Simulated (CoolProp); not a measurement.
Vapour-liquid equilibrium of benzene (1) + toluene (2) at 175.95 °C; x and y are mole fractions of (1).

Model: multi-fluid Helmholtz-energy mixture model, Thol 2012 and Lemmon 2006; pair parameters Bell 2016, in CoolProp.

```
x     bubble pressure (kPa)  y at the bubble point  dew pressure at overall composition x (kPa)  liquid density (mol/L)
----  ---------------------  ---------------------  -------------------------------------------  ----------------------
0.05                  499.8                  0.087                                        490.2                   7.725
0.15                  544.8                  0.241                                          ___                   7.835
0.25                  590.6                    ___                                        547.7                   7.948
0.35                  637.1                  0.491                                        581.6                   8.064
0.45                    ___                  0.594                                        619.8                   8.182
0.55                  732.2                  0.686                                        663.1                   8.303
0.65                  780.7                  0.768                                        712.6                   8.427
0.75                  829.9                  0.842                                        769.5                   8.553
0.85                    ___                  0.910                                        835.4                     ___
0.95                  930.4                  0.971                                        912.5                   8.817
```

### Question
What belongs in the gaps?

### Answer

- 0.15, dew pressure at overall composition x (kPa): 517.4
- 0.25, y at the bubble point: 0.375
- 0.45, bubble pressure (kPa): 684.3
- 0.85, bubble pressure (kPa): 879.8
- 0.85, liquid density (mol/L): 8.683

No azeotrope shows between x = 0.05 and 0.95.

The pair parameters rest on a limited set of measurements; away from them the model extrapolates.
